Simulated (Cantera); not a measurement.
Diamond growth

A diamond (100) surface in a fixed gas of H2 with x(CH4) = 0.013, x(H) = 0.018, at 1400 K, 195 Torr; coverages are run to steady state.

Cantera simulation using the Harris–Goodwin 1993 mechanism for the reconstructed diamond (100) surface; the numbers are that mechanism's predictions, not measurements.

```
x(CH3)   growth (µm/h)  θ c6HH  θ c6H*  θ c6*H  θ c6**    θ c6HM
-------  -------------  ------  ------  ------  ------  --------
1e-06            0.147   0.328  0.0606   0.546  0.0652   1.70e-6
2.3e-06          0.338   0.328  0.0606   0.546  0.0652   3.91e-6
5.1e-06          0.749   0.328  0.0606   0.546  0.0652   8.66e-6
1.2e-05           1.76   0.328  0.0606   0.546  0.0652   2.04e-5
2.6e-05           3.82   0.328  0.0606   0.546  0.0652   4.42e-5
5.9e-05           8.66   0.328  0.0606   0.546  0.0652  0.000100
0.00013           19.1   0.328  0.0606   0.546  0.0651  0.000221
0.0003            43.9   0.328  0.0606   0.545  0.0649  0.000508
0.00069            100   0.328  0.0605   0.544  0.0645   0.00116
```
θ: site fractions in the mechanism's names (c6HH fully hydrogenated, c6H* and c6*H radical sites, c6** diradical, c6HM methylated).
